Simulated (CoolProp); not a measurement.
Vapour-liquid equilibrium of dimethyl carbonate (1) + n-heptane (2) at 0.02 MPa; x and y are mole fractions of (1).

Computed with CoolProp (multi-fluid Helmholtz-energy mixture model, Zhou 2011 and Span 2003; pair parameters Bell 2016).

```
x     bubble temperature (K)  y at the bubble point  dew temperature at overall composition x (K)  liquid density (mol/L)
----  ----------------------  ---------------------  --------------------------------------------  ----------------------
0.05                   319.9                  0.213                                         323.5                   6.735
0.15                   314.8                  0.416                                         321.3                   7.081
0.25                   312.6                  0.504                                         319.0                   7.435
0.35                   311.7                  0.545                                         316.5                   7.813
0.45                   311.4                  0.565                                         313.9                   8.228
0.55                   311.3                  0.575                                         311.6                   8.690
0.65                   311.3                  0.584                                         312.4                   9.207
0.75                   311.5                  0.602                                         314.5                   9.787
0.85                   312.4                  0.650                                         316.6                   10.43
0.95                   315.6                  0.803                                         318.6                   11.13
```

y crosses x between x = 0.55 and 0.65: the model has an azeotrope there.

The pair parameters rest on a limited set of measurements; away from them the model extrapolates.
